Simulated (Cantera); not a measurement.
Premixed flame

A freely propagating, adiabatic, planar premixed flame of 5.59 % CH₄, 1.62 % C₂H₆, 18.5 % O₂, 74.3 % N₂, equivalence ratio 0.91, unburnt at 373 K and 10.0 bar; mixture-averaged transport, grid criteria slope 0.08 and curve 0.16, no radiation.

Cantera simulation using GRI-Mech 3.0 (53 species, 325 reactions); the numbers are that mechanism's predictions, not measurements. Burning velocities carry a grid error of a few per cent, more on coarse grids.

```csv
z (mm),T (K),u (m/s),x CH₄,x C₂H₆,x O₂,x CO₂,x H,x NO₂
-0.278,374,0.190,0.0558,0.0162,0.185,1.92e-6,<1e-8,<1e-8
-0.185,378,0.193,0.0556,0.0162,0.184,2.27e-5,<1e-8,1.23e-8
-0.139,399,0.203,0.0547,0.0161,0.183,0.000173,<1e-8,8.14e-8
-0.0926,518,0.266,0.0501,0.0153,0.173,0.00167,<1e-8,6.32e-7
-0.0463,997,0.518,0.0324,0.00987,0.130,0.0126,5.42e-7,2.42e-6
-0.0232,1414,0.739,0.0167,0.00348,0.0886,0.0267,4.28e-5,1.11e-6
0,1809,0.947,0.00278,8.72e-5,0.0467,0.0475,0.000505,8.31e-8
0.0232,1979,1.03,6.46e-5,2.60e-8,0.0285,0.0656,0.000790,4.71e-8
0.0463,2049,1.06,8.93e-7,<1e-8,0.0232,0.0745,0.000566,5.48e-8
0.0926,2112,1.09,<1e-8,<1e-8,0.0196,0.0809,0.000253,5.97e-8
0.185,2150,1.11,<1e-8,<1e-8,0.0176,0.0842,8.67e-5,5.43e-8
0.371,2166,1.11,<1e-8,<1e-8,0.0168,0.0856,3.78e-5,4.76e-8
0.741,2169,1.11,<1e-8,<1e-8,0.0167,0.0859,2.93e-5,5.33e-8
```
x: mole fraction of selected species; z is measured from the peak of heat release.

laminar burning velocity: 19.0 cm/s
thermal thickness: 0.0926 mm
peak x(H): 0.000805
grid points: 143
